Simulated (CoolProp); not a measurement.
Aqueous potassium carbonate as a coolant, at 26 °C, 1 atm.

The numbers come from the Melinder's fits for secondary coolants in CoolProp.

```csv
mass %,freezing point (°C),density (kg/m³),cp (kJ/(kg K)),Prandtl number,conductivity (W/(m K))
3.9,-1.2,1032,3.965,6.22,0.605
7.6,-2.6,1066,3.802,6.60,0.601
11.3,-4.2,1101,3.655,7.08,0.597
15,-5.9,1137,3.511,7.64,0.593
18.7,-8.0,1174,3.368,8.29,0.590
22.4,-10.5,1213,3.227,9.08,0.587
26.1,-13.9,1252,3.094,10.1,0.583
29.8,-18.3,1293,2.975,11.4,0.579
33.6,-24.2,1336,2.870,13.3,0.574
37.3,-31.3,1379,2.783,15.8,0.569
```
